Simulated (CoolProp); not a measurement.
Aqueous propylene glycol as a coolant, at -2 °C, 1 atm.

Model: Melinder's fits for secondary coolants, in CoolProp.

```csv
mass %,freezing point (°C),Prandtl number,conductivity (W/(m K)),viscosity (mPa s),density (kg/m³)
10.9,-3.2,24.5,0.509,3.08,1010
17.3,-5.9,34.1,0.481,4.13,1017
23.8,-9.1,48.9,0.453,5.71,1025
30.2,-12.9,71.0,0.426,7.98,1032
36.6,-17.6,103,0.400,11.2,1040
43,-23.6,149,0.375,15.6,1046
49.5,-31.5,210,0.351,21.3,1052
```
